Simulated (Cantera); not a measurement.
Diamond growth

A diamond (100) surface in a fixed gas of H2 with x(CH4) = 0.025, x(H) = 0.0012, x(CH3) = 7.3e-05, 22000 Pa; coverages are run to steady state.

Cantera simulation using the Harris–Goodwin 1993 mechanism for the reconstructed diamond (100) surface; the numbers are that mechanism's predictions, not measurements.

| T (K) | growth (µm/h) | θ c6HH | θ c6H* | θ c6*H | θ c6** | θ c6HM |
|---|---|---|---|---|---|---|
| 925 | 5.41 | 0.633 | 0.0116 | 0.297 | 0.00494 | 0.0426 |
| 975 | 6.94 | 0.594 | 0.0154 | 0.338 | 0.00730 | 0.0338 |
| 1025 | 8.31 | 0.558 | 0.0197 | 0.376 | 0.0102 | 0.0262 |
| 1075 | 8.96 | 0.524 | 0.0244 | 0.410 | 0.0137 | 0.0189 |
| 1125 | 8.16 | 0.494 | 0.0295 | 0.440 | 0.0175 | 0.0118 |
| 1175 | 6.13 | 0.468 | 0.0346 | 0.465 | 0.0216 | 0.00600 |
| 1225 | 4.16 | 0.445 | 0.0398 | 0.485 | 0.0256 | 0.00258 |
| 1275 | 2.98 | 0.425 | 0.0447 | 0.498 | 0.0292 | 0.00102 |
| 1325 | 2.44 | 0.410 | 0.0495 | 0.507 | 0.0324 | 0.000395 |
| 1375 | 2.17 | 0.399 | 0.0539 | 0.512 | 0.0351 | 0.000153 |
θ: site fractions in the mechanism's names (c6HH fully hydrogenated, c6H* and c6*H radical sites, c6** diradical, c6HM methylated).
